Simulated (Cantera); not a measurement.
Charge: 1 mol SiH₄, 0.084 mol CH₄, 110 mol H₂, held at 13.3 mbar.

Method: chemical equilibrium by Gibbs-energy minimisation in Cantera with the NASA 1993 tables (ideal gas, pure condensed phases). Candidate condensed phases: C, C₆H₆, C₇H₈, C₈H₁₈, Si, SiC; 87 gas species. Mutual solubility and eutectic melting of coexisting phases are not modelled. Gases not in the tables: Si₂H₆ and higher silanes. Rates play no part.

log p: log10 of the partial pressure in bar; n: condensed amount in mol.

| T (K) | log p H₂ | log p H | log p Si | log p SiH | log p SiH₂ | n Si(s) | n SiC(s) | n Si(l) |
|---|---|---|---|---|---|---|---|---|
| 1498 | -1.88 | ___ | -8.00 | -8.43 | -7.71 | 0.916 | 0.0840 | 0 |
| 1548 | -1.88 | ___ | -7.50 | -8.01 | -7.44 | 0.915 | 0.0840 | 0 |
| 1598 | -1.88 | ___ | -7.03 | -7.63 | -7.19 | 0.914 | 0.0840 | 0 |
| 1648 | -1.88 | ___ | -6.59 | -7.26 | -6.95 | 0.912 | 0.0840 | 0 |
| 1698 | -1.88 | ___ | -6.18 | -6.93 | -6.73 | 0 | 0.0839 | 0.908 |
| 1748 | -1.88 | ___ | -5.84 | -6.65 | -6.56 | 0 | 0.0839 | 0.899 |
| 1798 | -1.88 | ___ | -5.51 | -6.39 | -6.41 | 0 | 0.0837 | 0.883 |

Complete the blanks.


- 1498, log p H: -5.70
- 1548, log p H: -5.45
- 1598, log p H: -5.21
- 1648, log p H: -4.99
- 1698, log p H: -4.78
- 1748, log p H: -4.58
- 1798, log p H: -4.39
